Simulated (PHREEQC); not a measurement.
Consider water at 25 °C with 9.4e-05 mol/kgw CO2 and 0.02 mol/kgw MgSO4. Closed to the air; pH follows from the charge balance.

Computed with PHREEQC (ion-association model, wateq4f.dat).

No solid was allowed to form.

Question: What pH does the model give?

Answer: pH 5.29.

Question: In which forms is S present?

Answer: SO4-2 61 %, MgSO4 39 % of the S.

Species that the database lacks are ignored.
